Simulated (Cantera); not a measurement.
Cantera run, input and output.

```python
import numpy as np
import cantera as ct

gas = ct.Solution("gri30.yaml")
gas.TPX = 1100, 1600, {'N2O': 1, 'H2': 0.018, 'N2': 3.9}
reactor = ct.IdealGasConstPressureReactor(gas, energy="off", clone=False)
net = ct.ReactorNet([reactor])
net.rtol, net.atol = 1e-08, 1e-18
show = ['N2O', 'H2', 'H2O2', 'O', 'NO2']
times = np.geomspace(0.0003, 80, 15)

steps = ct.SolutionArray(gas, extra=["t"])
rows = []
print(f"{'t/s':>10s}{'T/K':>9s}{'P/Pa':>11s}" + "".join(f"{s:>11s}" for s in show))
for t in times:
    while net.time < t:
        t_next = net.step()
        steps.append(gas.state, t=t_next)
    rows.append([np.interp(t, steps.t, y) for y in (steps.T, steps.P, *steps(*show).X.T)])
    print(f"{t:10.3e}{rows[-1][0]:9.1f}{rows[-1][1]:11.4g}" + "".join(f"{x:11.3e}" for x in rows[-1][2:]))
rate = np.gradient(steps.T, steps.t)
print("integrator steps:", len(steps.t))
if steps.T.max() > steps.T[0] + 200:
    print(f"time of steepest temperature rise: {steps.t[rate.argmax()]:.4e} s")
gas.TPX = 1100, 1600, {'N2O': 1, 'H2': 0.018, 'N2': 3.9}
gas.equilibrate("TP")
print(f"equilibrium (TP): T = {gas.T:.1f} K  " + "  ".join(f"{s} {gas[s].X[0]:.3e}" for s in show))
```

It prints:

```
       t/s      T/K       P/Pa        N2O         H2       H2O2          O        NO2
 3.000e-04   1100.0       1600  2.033e-01  3.660e-03  6.591e-18  3.477e-08  1.322e-19
 7.323e-04   1100.0       1600  2.033e-01  3.660e-03  2.358e-16  7.489e-08  4.714e-18
 1.788e-03   1100.0       1600  2.033e-01  3.660e-03  8.051e-15  1.380e-07  2.435e-16
 4.363e-03   1100.0       1600  2.033e-01  3.660e-03  2.356e-13  1.932e-07  2.077e-14
 1.065e-02   1100.0       1600  2.033e-01  3.657e-03  5.324e-12  2.072e-07  1.669e-12
 2.600e-02   1100.0       1600  2.033e-01  3.639e-03  9.157e-11  2.077e-07  9.803e-11
 6.347e-02   1100.0       1600  2.032e-01  3.548e-03  1.120e-09  2.123e-07  3.304e-09
 1.549e-01   1100.0       1600  2.028e-01  3.169e-03  4.499e-09  2.429e-07  2.820e-08
 3.782e-01   1100.0       1600  2.017e-01  2.160e-03  5.689e-09  2.734e-07  1.066e-07
 9.231e-01   1100.0       1600  2.003e-01  8.922e-04  5.882e-09  3.019e-07  5.814e-07
 2.253e+00   1100.0       1600  1.993e-01  2.136e-04  2.817e-09  3.212e-07  3.245e-06
 5.500e+00   1100.0       1600  1.982e-01  2.563e-05  7.432e-10  3.239e-07  1.155e-05
 1.343e+01   1100.0       1600  1.960e-01  3.990e-07  2.654e-10  3.179e-07  2.336e-05
 3.277e+01   1100.0       1600  1.908e-01  4.036e-09  1.122e-10  3.133e-07  3.063e-05
 8.000e+01   1100.0       1600  1.787e-01  3.706e-09  6.750e-11  3.107e-07  3.268e-05
integrator steps: 1466
equilibrium (TP): T = 1100.0 K  N2O 6.139e-10  H2 1.158e-10  H2O2 1.146e-12  O 5.982e-09  NO2 1.427e-07
```

Computed with Cantera and GRI-Mech 3.0 (53 species, 325 reactions). GRI-Mech 3.0 was tuned for natural gas; its chemistry of N2O as a main component is partial and can be far from experiment. Radical loss at walls, strong at low pressure, is not modelled. The mechanism lacks the step 2 NO + O2 → 2 NO2, which can matter for NO2 below about 1400 K. The temperature is held fixed by assumption; the heat of reaction is taken as removed at once.
